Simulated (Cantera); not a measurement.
## Equilibrium for boron, boron nitride and boron oxide: B2H6 + H2O

A closed system holds: 1 mol B2H6, a varied amount of H2O, equilibrated at 1648.15 K and 1.30 mbar.

These are equilibrium values from Cantera (NASA tables, ideal gas, pure condensed phases), not measurements of a reactor. Candidate condensed phases: B, B2O3, B3O3H3, H2O; 23 gas species. The feed counts by its element totals alone. The tables' values for BH2 are old estimates; treat these amounts as uncertain. Equilibrium is a limit: real reactors are often held back by kinetics, nucleation or transport.

| n(H2O) (mol) | log p H2 | log p HBO | log p B2O3 | log p B2O2 | log p HBO2 | log p BO | log p H | n B(s) |
|---|---|---|---|---|---|---|---|---|
| 0.41 | -2.93 | -4.09 | -5.91 | -4.54 | -6.38 | -5.35 | -5.51 | 1.59 |
| 0.74 | -2.95 | -3.97 | -5.50 | -4.27 | -6.11 | -5.21 | -5.52 | 1.27 |
| 1.1 | -2.97 | -3.90 | -5.27 | -4.11 | -5.96 | -5.13 | -5.53 | 0.923 |
| 1.4 | -2.98 | -3.86 | -5.14 | -4.03 | -5.89 | -5.09 | -5.54 | 0.633 |
| 1.7 | -2.99 | -3.84 | -5.05 | -3.97 | -5.83 | -5.06 | -5.54 | 0.344 |
| 2.1 | -3.00 | -3.83 | -4.74 | -3.94 | -5.53 | -5.05 | -5.55 | 0 |
| 2.4 | -2.99 | -3.94 | -4.18 | -4.17 | -4.85 | -5.16 | -5.54 | 0 |
| 2.7 | -2.98 | -4.10 | -3.99 | -4.50 | -4.50 | -5.33 | -5.54 | 0 |
| 3.1 | -2.98 | -4.45 | -3.93 | -5.20 | -4.09 | -5.68 | -5.54 | 0 |
log p: log10 of the partial pressure in bar; n: condensed amount in mol.

From 0.41 mol H2O to 1.7 mol H2O the condensed part is B(s). From 2.1 mol H2O to 3.1 mol H2O nothing is condensed. The main B-bearing gas is HBO at 0.41 mol H2O and B2O3 at 3.1 mol H2O.
